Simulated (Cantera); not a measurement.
Input (Python, Cantera):

```python
import numpy as np
import cantera as ct

gas = ct.Solution("gri30.yaml")
gas.TPX = 450, 1000000, {'C2H4': 1, 'O2': 4.29, 'N2': 17.6, 'H2O': 2.4}
flame = ct.FreeFlame(gas, width=0.008)
flame.set_refine_criteria(ratio=3, slope=0.08, curve=0.16)
flame.transport_model = "mixture-averaged"
flame.solve(loglevel=0, auto=True)
z, T = flame.grid, flame.T
thick = (T[-1] - T[0]) / np.gradient(T, z).max()
show = ['C2H4', 'O2', 'H2O', 'H2', 'O', 'HO2']
print(f"laminar burning velocity  {flame.velocity[0] * 100:.3f} cm/s")
print(f"burnt temperature         {T[-1]:.1f} K")
print(f"thermal thickness         {thick * 1e3:.4f} mm")
print(f"grid points               {len(z)}")
z0 = z[flame.heat_release_rate.argmax()]
print(f"{'z/mm':>9s}{'T/K':>9s}{'u/(m/s)':>9s}" + "".join(f"{s:>11s}" for s in show))
rows = []
for k in (-3, -2, -1.5, -1, -0.5, -0.25, 0, 0.25, 0.5, 1, 2, 4, 8):
    zz = z0 + k * thick
    rows.append([k * thick, np.interp(zz, z, T), np.interp(zz, z, flame.velocity),
                 *(np.interp(zz, z, flame.X[gas.species_index(s)]) for s in show)])
    print(f"{rows[-1][0] * 1e3:9.3f}{rows[-1][1]:9.1f}{rows[-1][2]:9.3f}" + "".join(f"{x:11.3e}" for x in rows[-1][3:]))
```

Output:

```
laminar burning velocity  20.755 cm/s
burnt temperature         1877.7 K
thermal thickness         0.0983 mm
grid points               132
     z/mm      T/K  u/(m/s)       C2H4         O2        H2O         H2          O        HO2
   -0.295    451.1    0.208  3.952e-02  1.695e-01  9.502e-02  2.152e-04  1.214e-16  1.079e-07
   -0.197    456.2    0.211  3.945e-02  1.691e-01  9.555e-02  4.613e-04  4.007e-15  6.574e-07
   -0.147    473.2    0.219  3.919e-02  1.679e-01  9.713e-02  7.314e-04  7.342e-14  2.753e-06
   -0.098    560.4    0.260  3.740e-02  1.614e-01  1.040e-01  1.184e-03  1.088e-11  1.855e-05
   -0.049    891.8    0.416  2.759e-02  1.348e-01  1.259e-01  1.801e-03  4.370e-08  1.659e-04
   -0.025   1208.6    0.567  1.528e-02  1.068e-01  1.449e-01  2.124e-03  6.128e-06  4.526e-04
    0.000   1532.1    0.719  2.968e-03  7.716e-02  1.628e-01  2.119e-03  1.116e-04  3.087e-04
    0.025   1703.6    0.796  1.326e-04  6.210e-02  1.696e-01  1.388e-03  2.951e-04  8.132e-05
    0.049   1779.5    0.827  3.072e-06  5.622e-02  1.714e-01  8.720e-04  3.012e-04  3.762e-05
    0.098   1840.5    0.852  3.637e-09  5.218e-02  1.730e-01  4.148e-04  1.679e-04  1.421e-05
    0.197   1868.8    0.863  3.433e-13  5.067e-02  1.741e-01  1.278e-04  5.735e-05  4.065e-06
    0.393   1876.6    0.866  4.332e-17  5.037e-02  1.745e-01  3.828e-05  2.224e-05  1.618e-06
    0.786   1877.7    0.867  4.138e-18  5.034e-02  1.746e-01  2.712e-05  1.774e-05  1.359e-06
```

Model: GRI-Mech 3.0 (53 species, 325 reactions), integrated in Cantera. GRI-Mech 3.0 was tuned for natural gas; its chemistry of ethylene as a main component is partial and can be far from experiment. Burning velocities carry a grid error of a few per cent, more on coarse grids.
